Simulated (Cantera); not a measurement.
Input (Python, Cantera) and output of one run.

```python
import numpy as np
import cantera as ct

gas_names = """
    C CH CH2 CH3 CH2OH CH3O CH4 CH3OH CO CO2 COOH C2 C2H CHCO,ketyl C2H2,acetylene C2H2,vinylidene
    CH2CO,ketene C2H3,vinyl CH3CO,acetyl C2H4 C2H4O,ethylen CH3CHO,ethanal CH3COOH (HCOOH)2 C2H5 C2H6
    CH3OCH3 C2H5OH C2O C3 C3H3,propargyl C3H4,allene C3H4,propyne C3H4,cyclo- C3H5,allyl C3H6,propylene
    C3H6,cyclo- C3H6O C3H7,n-propyl C3H7,i-propyl C3H8 C3H8O,1propanol C3H8O,2propanol C3O2 C4 C4H2
    C4H4,1,3-cyclo- C4H6,butadiene C4H6,2-butyne C4H6,cyclo- C4H8,1-butene C4H8,cis2-buten
    C4H8,tr2-butene C4H8,isobutene C4H8,cyclo- (CH3COOH)2 C4H9,n-butyl C4H9,i-butyl C4H9,s-butyl
    C4H9,t-butyl C4H10,isobutane C4H10,n-butane C5 C5H6,1,3cyclo- C5H8,cyclo- C5H10,1-pentene
    C5H10,cyclo- C5H11,pentyl C5H11,t-pentyl C5H12,n-pentane C5H12,i-pentane CH3C(CH3)2CH3 C6H2
    C6H5,phenyl C6H5O,phenoxy C6H6 C6H5OH,phenol C6H10,cyclo- C6H12,1-hexene C6H12,cyclo- C6H13,n-hexyl
    C7H7,benzyl C7H8 C7H8O,cresol C7H14,1-heptene C7H15,n-heptyl C7H16,n-heptane C8H8,styrene
    C8H10,ethylbenz C8H16,1-octene C8H17,n-octyl C8H18,isooctane C8H18,n-octane C9H19,n-nonyl
    C10H8,naphthale C10H21,n-decyl C12H9,o-bipheny C12H10,bipheny H HCO HO2 H2 HCHO,formaldehy HCOOH H2O
    H2O2 O OH O2 O3 Si SiC SiC2 SiC4H12 SiH SiH2 SiH3 SiH4 SiO SiO2 Si2 Si2C Si3
""".split()
cond_names = """
    C(gr) C6H6(L) C7H8(L) C8H18(L),n-octa H2O(s) H2O(L) Si(cr) Si(L) SiC(b) SiO2(Lqz) SiO2(hqz) SiO2(L)
""".split()


def load(file, names, dense=False):
    # The tables refer to 1 bar. Condensed volumes are neglected.
    table = {s.name: s for s in ct.Species.list_from_file(file)}
    out = []
    for n in names:
        d = dict(table[n].input_data)
        d["thermo"] = dict(d["thermo"], **{"reference-pressure": 1e5})
        if dense:
            d["equation-of-state"] = {"model": "constant-volume", "density": "1e6 g/cm^3"}
        out.append(ct.Species.from_dict(d))
    return out


gas = ct.Solution(thermo="ideal-gas", species=load("nasa_gas.yaml", gas_names))
cond = {s.name: ct.Solution(thermo="fixed-stoichiometry", species=[s], name=s.name)
        for s in load("nasa_condensed.yaml", cond_names, dense=True)}
atoms = {
    'SiO2': {'Si': 1, 'O': 2},
    'C': {'C': 1},
    'H2': {'H': 2},
}
top_T = {'C(gr)': 4500, 'SiC(b)': 3050}  # K; cautious upper limits of use, not melting points


def equilibrate(T, P, feed):
    n = {}
    for name, mol in feed.items():
        for a, k in atoms[name].items():
            n[a] = n.get(a, 0.0) + k * mol
    gas.TPX = T, P, n
    mass = sum(n.values()) * gas.mean_molecular_weight
    gas.equilibrate("TP")
    valid = [c for c in cond.values() if c.min_temp <= T <= top_T.get(c.name, c.max_temp)]
    mix = ct.Mixture([(gas, mass / gas.mean_molecular_weight)] + [(c, 0.0) for c in valid])
    mix.T, mix.P = T, P
    mix.equilibrate("TP", solver="vcs", rtol=1e-11, max_steps=5000)
    return mix


results = []
feed = {'SiO2': 1, 'C': 1, 'H2': 0.9}  # mol
P = 1333.22  # Pa
for T in [1425, 1525, 1625, 1725, 1825, 1925, 2025, 2125, 2225, 2325]:
    mix = equilibrate(T, P, feed)
    results.append((T, P, feed, dict(zip(mix.species_names, mix.species_moles))))

top = {s: max(r[3][s] / sum(r[3][g] for g in gas_names) for r in results) for s in gas_names}
cols = sorted((s for s in top if top[s] > 0.0001), key=lambda s: -top[s])[:5]
seen = [c for c in cond_names if any(r[3].get(c, 0) > 1e-12 for r in results)]
print("log10 of partial pressures in bar; condensed amounts in mol")
print(f"{'T/K':>10s}" + "".join(f"{s[:9]:>10s}" for s in cols + seen))
for T, P, feed, n in results:
    ng = sum(n[g] for g in gas_names)
    print(f"{T:10.4g}" + "".join(f"{np.log10(max(n[s] / ng * P / 1e5, 1e-99)):10.3f}" for s in cols)
          + "".join(f"{n.get(c, 0):10.4g}" for c in seen))
```

It prints:

```
log10 of partial pressures in bar; condensed amounts in mol
       T/K        H2        CO       SiO         H        Si    SiC(b) SiO2(hqz)
      1425    -2.116    -2.246    -5.029    -6.224   -11.030     0.333    0.6659
      1525    -2.122    -2.249    -3.882    -5.687    -9.305    0.3281    0.6562
      1625    -2.179    -2.271    -2.872    -5.241    -7.781    0.2726    0.5451
      1725    -2.384    -2.338    -2.338    -4.923    -6.734         0         0
      1825    -2.385    -2.338    -2.338    -4.549    -6.471         0         0
      1925    -2.388    -2.339    -2.339    -4.213    -6.243         0         0
      2025    -2.392    -2.340    -2.340    -3.912    -6.040         0         0
      2125    -2.399    -2.341    -2.341    -3.640    -5.859         0         0
      2225    -2.412    -2.344    -2.344    -3.395    -5.696         0         0
      2325    -2.432    -2.349    -2.349    -3.175    -5.550         0         0
```

Equilibrium computed with Cantera from the NASA thermochemical tables; the gas is ideal and each condensed phase is pure. Mutual solubility and eutectic melting of coexisting phases are not modelled. The tables hold silica as quartz up to 1696 K and as liquid above; real silica turns to tridymite and cristobalite and melts near 1996 K.
